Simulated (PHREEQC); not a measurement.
A solution holds 0.0029 mol/kgw CaSO4, 0.00012 mol/kgw Na2SO4 and 3.3e-05 mol/kgw MgSO4, at 25 °C. Closed to the air; pH follows from the charge balance.

Equilibrium calculation in PHREEQC: ion-association model, wateq4f.dat.

Each row changes one thing in this solution. No solid was allowed to form.

```json
[
 {"case": "as made", "pH": "7.02", "ionic strength (mol/kgw)": "0.00993", "SO4-2 (mol/kgw)": "0.00251", "CaSO4 (mol/kgw)": "0.000531", "Mg+2 (mol/kgw)": "2.61e-5", "MgSO4 (mol/kgw)": "6.92e-6", "SI of Gypsum (CaSO4:2H2O)": "-0.99", "SI of Epsomite (MgSO4:7H2O)": "-5.39"},
 {"case": "0.0038 mol/kgw HF added", "pH": "2.93", "ionic strength (mol/kgw)": "0.0112", "SO4-2 (mol/kgw)": "0.00236", "CaSO4 (mol/kgw)": "0.000484", "Mg+2 (mol/kgw)": "2.53e-5", "MgSO4 (mol/kgw)": "?", "SI of Gypsum (CaSO4:2H2O)": "-1.03", "SI of Epsomite (MgSO4:7H2O)": "-5.45"},
 {"case": "0.00046 mol/kgw HF added", "pH": "?", "ionic strength (mol/kgw)": "?", "SO4-2 (mol/kgw)": "0.00248", "CaSO4 (mol/kgw)": "0.000520", "Mg+2 (mol/kgw)": "2.59e-5", "MgSO4 (mol/kgw)": "6.71e-6", "SI of Gypsum (CaSO4:2H2O)": "-1.00", "SI of Epsomite (MgSO4:7H2O)": "-5.40"},
 {"case": "CaSO4 from 0.0029 to 0.00319 mol/kgw", "pH": "7.03", "ionic strength (mol/kgw)": "0.0108", "SO4-2 (mol/kgw)": "0.00272", "CaSO4 (mol/kgw)": "0.000610", "Mg+2 (mol/kgw)": "2.58e-5", "MgSO4 (mol/kgw)": "7.21e-6", "SI of Gypsum (CaSO4:2H2O)": "-0.93", "SI of Epsomite (MgSO4:7H2O)": "-5.37"},
 {"case": "MgSO4 from 3.3e-05 to 1.65e-05 mol/kgw", "pH": "7.02", "ionic strength (mol/kgw)": "0.00989", "SO4-2 (mol/kgw)": "0.00250", "CaSO4 (mol/kgw)": "0.000530", "Mg+2 (mol/kgw)": "1.31e-5", "MgSO4 (mol/kgw)": "?", "SI of Gypsum (CaSO4:2H2O)": "-0.99", "SI of Epsomite (MgSO4:7H2O)": "-5.69"},
 {"case": "Na2SO4 from 0.00012 to 0.000132 mol/kgw", "pH": "7.02", "ionic strength (mol/kgw)": "0.00996", "SO4-2 (mol/kgw)": "0.00252", "CaSO4 (mol/kgw)": "0.000533", "Mg+2 (mol/kgw)": "2.61e-5", "MgSO4 (mol/kgw)": "6.93e-6", "SI of Gypsum (CaSO4:2H2O)": "-0.99", "SI of Epsomite (MgSO4:7H2O)": "-5.39"}
]
```

Q: Some entries are withheld; supply them.

A: 
- 0.0038 mol/kgw HF added, MgSO4 (mol/kgw): 6.07e-6
- 0.00046 mol/kgw HF added, pH: 3.58
- 0.00046 mol/kgw HF added, ionic strength (mol/kgw): 0.0102
- MgSO4 from 3.3e-05 to 1.65e-05 mol/kgw, MgSO4 (mol/kgw): 3.45e-6

Complexes and solids missing from the database can't appear. Some of these states are supersaturated (in Fluorite, for instance).
